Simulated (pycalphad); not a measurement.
Computed with pycalphad from the COST 507 light-alloy database (1999), at 1 atm. The database dates from 1999; later assessments differ in places, in temperatures and in the compounds included.

**Question.** Which phases does Al-10 at.% Fe hold at 927 °C, with what compositions and amounts?

**Answer.** liquid with 6.2 at.% Fe and AL13FE4 with 24.1 at.% Fe. The lever rule gives (10 − 6.2)/(24.1 − 6.2) = 0.21 of AL13FE4 and 0.79 of liquid.

**Question.** Which phases does Al-44 at.% Fe hold at 360 °C, with what compositions and amounts?

**Answer.** AL2FE with 33.3 at.% Fe and ordered bcc (B2) with 50.4 at.% Fe. The lever rule gives (44 − 33.3)/(50.4 − 33.3) = 0.62 of ordered bcc (B2) and 0.38 of AL2FE.

**Question.** Which phases does Al-13 at.% Fe hold at 994 °C, with what compositions and amounts?

**Answer.** liquid with 8.7 at.% Fe and AL13FE4 with 24.2 at.% Fe. The lever rule gives (13 − 8.7)/(24.2 − 8.7) = 0.28 of AL13FE4 and 0.72 of liquid.

**Question.** Which phases does Al-42 at.% Fe hold at 794 °C, with what compositions and amounts?

**Answer.** AL2FE with 33.3 at.% Fe and ordered bcc (B2) with 49.7 at.% Fe. The lever rule gives (42 − 33.3)/(49.7 − 33.3) = 0.53 of ordered bcc (B2) and 0.47 of AL2FE.

Database names, with the compositions (at.%) that they take in these runs: AL13FE4: Al 75 Fe 24; AL2FE: Al 67 Fe 33.
